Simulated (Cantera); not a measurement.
Input (Python, Cantera) and output of one run.

```python
import numpy as np
import cantera as ct

gas_names = """
    F F2 N NF NF2 NF3 N2 Si SiF SiF2 SiF3 SiF4 SiN Si2 Si2N Si3
""".split()
cond_names = """
    Si(cr) Si(L) Si3N4(a)
""".split()


# ... load() reads the species with a 1 bar reference pressure and builds the phases ...
atoms = {
    'Si': {'Si': 1},
    'F2': {'F': 2},
    'N2': {'N': 2},
}
top_T = {'Si3N4(a)': 2400}  # K; cautious upper limits of use, not melting points


# ... equilibrate(T, P, feed) seeds the gas with the atoms and calls Mixture.equilibrate('TP', solver="vcs", rtol=1e-11, max_steps=5000) ...
results = []
T = 1675  # K
P = 1000  # Pa
for m in [11, 13, 16, 19, 23, 28, 34, 41, 50, 60, 72, 87]:
    feed = {'Si': 1, 'F2': 3.8, 'N2': m}  # mol
    mix = equilibrate(T, P, feed)
    results.append((T, P, feed, dict(zip(mix.species_names, mix.species_moles))))

top = {s: max(r[3][s] / sum(r[3][g] for g in gas_names) for r in results) for s in gas_names}
cols = sorted((s for s in top if top[s] > 1e-06), key=lambda s: -top[s])[:6]
seen = [c for c in cond_names if any(r[3].get(c, 0) > 1e-12 for r in results)]
print("log10 of partial pressures in bar; condensed amounts in mol")
print(f"{'n(N2)':>10s}" + "".join(f"{s[:9]:>10s}" for s in cols + seen))
for T, P, feed, n in results:
    ng = sum(n[g] for g in gas_names)
    print(f"{feed['N2']:10.4g}" + "".join(f"{np.log10(max(n[s] / ng * P / 1e5, 1e-99)):10.3f}" for s in cols)
          + "".join(f"{n.get(c, 0):10.4g}" for c in seen))
```

It prints:

```
log10 of partial pressures in bar; condensed amounts in mol
     n(N2)        N2         F      SiF4        F2
        11    -2.152    -2.637    -3.193    -6.754
        13    -2.132    -2.689    -3.246    -6.858
        16    -2.110    -2.758    -3.314    -6.995
        19    -2.094    -2.817    -3.373    -7.113
        23    -2.079    -2.885    -3.441    -7.249
        28    -2.066    -2.957    -3.513    -7.394
        34    -2.055    -3.030    -3.587    -7.541
        41    -2.046    -3.103    -3.659    -7.685
        50    -2.038    -3.181    -3.737    -7.842
        60    -2.032    -3.254    -3.810    -7.988
        72    -2.027    -3.328    -3.884    -8.136
        87    -2.022    -3.406    -3.962    -8.291
```

These are equilibrium values from Cantera (NASA tables, ideal gas, pure condensed phases), not measurements of a reactor.
